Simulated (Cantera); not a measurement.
Input: 1 mol Fe3O4, 0.69 mol CH4, 2 mol H2, equilibrated at 2327 °C and 0.0100 bar.

Cantera equilibrium calculation (NASA polynomials, part measured and part estimated; ideal gas, pure solids and liquids). Candidate condensed phases: C, C6H6, C7H8, C8H18, Fe, Fe(CO)5, FeO, Fe(OH)2, Fe(OH)3, Fe2O3, Fe3O4, H2O; 114 gas species. Rates play no part.

Base state: Fe 0.324, H2O 0.198, H 0.130, H2 0.114, CO 0.0649, OH 0.0522, O 0.0384, FeO 0.0337 (mole fractions); condensed: gas only.

**Question.** What changes in the equilibrium state with this change: temperature from 2327 °C to 1077 °C?

**Answer.** 
| species | before | after |
|---|---|---|
| H2 | 0.114 | 0.614 |
| H2O | 0.198 | 0.216 |
| CO | 0.0649 | 0.144 |
| Fe | 0.324 | 4.30e-7 |
| H | 0.130 | 1.87e-5 |
| O | 0.0384 | <1e-9 |
| FeO | 0.0337 | <1e-9 |
| O2 | 0.0273 | <1e-9 |
| OH | 0.0522 | 1.07e-7 |
| CO2 | 0.0175 | 0.0257 |
| Fe(OH)2 | 0.000113 | 6.80e-7 |
| Fe(γ), mol | 0 | 0.675 |
| FeO(s), mol | 0 | 2.33 |
Mutual solubility and eutectic melting of coexisting phases are not modelled. The tables' stoichiometric FeO is somewhat more stable than real wüstite, so its field is too wide. FeO: taken at fixed stoichiometry.
